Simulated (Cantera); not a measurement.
A closed system holds: 1 mol SiC, 0.4 mol H₂O, 500 mol N₂, 0.0011 mol O₂, at 2000 °C and 73.0 Pa.

Cantera equilibrium calculation (NASA polynomials, part measured and part estimated; ideal gas, pure solids and liquids). Candidate condensed phases: C, C₆H₆, C₇H₈, C₈H₁₈, H₂O, Si, SiC, SiO₂, Si₂N₂O, Si₃N₄; 151 gas species. Kinetics and transport are ignored.

Base state: N₂ 0.995, Si 0.00176, H 0.00137, CO 0.000801, CN 0.000477, SiC₂ 0.000221, HCN 0.000167, H₂ 1.95e-5 (mole fractions); condensed: C(graphite).

Question: What changes in the equilibrium state with this change: temperature from 2000 °C to 1300 °C?

Answer: 
```csv
species,before,after
N₂,0.995,0.998
H₂,1.95e-5,0.000776
CO,0.000801,0.000408
Si,0.00176,1.39e-5
H,0.00137,4.20e-5
SiO,1.71e-7,0.000396
CN,0.000477,<1e-9
SiC₂,0.000221,<1e-9
C₂N₂,1.73e-5,<1e-9
"C(graphite), mol",0.000675,0
"SiC(s), mol",0,0.795
```
